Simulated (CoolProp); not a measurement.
The numbers come from the reference Helmholtz-energy equation of state, Thol 2017 in CoolProp.

For octamethyltrisiloxane (MDM), give the phase and the cv (kJ/(kg K)), speed of sound (m/s), Joule-Thomson coefficient (K/MPa), expansivity (1/kK) at 344.5 K and 1260 kPa; 353 K and 1260 kPa; 369.8 K and 1260 kPa.


- 344.5 K and 1260 kPa: liquid; cv 1.58, speed of sound 773, Joule-Thomson coefficient -0.368, expansivity 1.34
- 353 K and 1260 kPa: liquid; cv 1.60, speed of sound 746, Joule-Thomson coefficient -0.353, expansivity 1.37
- 369.8 K and 1260 kPa: liquid; cv 1.65, speed of sound 693, Joule-Thomson coefficient -0.321, expansivity 1.44
